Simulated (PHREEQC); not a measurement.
A PHREEQC input (ion-association model, phreeqc.dat):

```
SOLUTION 1
  temp 25
  units mg/kgw
  pH 7.5
  pe 0.1
  Na 13.5
  K 1.83
  Ca 36.7
  Mg 3.68
  Cl 32.1 charge
  Li 0.1 charge
  S(6) 4.14 as SO4
  Alkalinity 114 as HCO3
  Ba 0.532
  Si 0.406 as SiO2
  B 0.631
END
USE solution 1
EQUILIBRIUM_PHASES 1
  Quartz 0 0.5
  Chalcedony 0 0
  CO2(g) -2.5 10
END
```

It stops with these messages:

```
ERROR: Charge balance specified for more than one species.
ERROR: Program terminating due to input errors.
```

The fault: two constituents marked charge. The line should read `Cl 32.1` where the input has `Cl 32.1 charge / Li 0.1 charge`. With the mend the run ends at pH 7.55 and ionic strength 0.00387 mol/kgw.
